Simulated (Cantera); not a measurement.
Input: 1 mol Al, 0.14 mol Cl₂, 0.14 mol O₂, 0.017 mol H₂O, at 1698 K and 0.0190 bar.

Cantera equilibrium calculation (NASA polynomials, part measured and part estimated; ideal gas, pure solids and liquids). Candidate condensed phases: Al, AlCl₃, Al₂O₃, H₂O; 29 gas species. Mutual solubility and eutectic melting of coexisting phases are not modelled. The tables' values for AlCl₂ are old estimates; treat these amounts as uncertain. Kinetics and transport are ignored.

Base state: AlCl 0.914, H₂ 0.0554, Al₂O 0.0160, Al 0.0123, AlCl₂ 0.00163, H 0.000247, AlH 0.000243, HCl 0.000175 (mole fractions); condensed: Al(l) + Al₂O₃(s).

Question: What changes in the equilibrium state with this change: O₂ from 0.14 to 1.7 mol?

Answer: 
```csv
species,before,after
O₂,<1e-9,0.785
Cl,6.08e-7,0.171
HCl,0.000175,0.0276
AlCl,0.914,<1e-9
Al₂O,0.0160,<1e-9
Cl₂,<1e-9,0.0153
Al,0.0123,<1e-9
H₂,0.0554,1.74e-8
AlCl₃,1.17e-5,2.40e-5
ClO,<1e-9,0.000410
O,<1e-9,0.000281
"Al(l), mol",0.512,0
"Al₂O₃(s), mol",0.0974,0.500
```
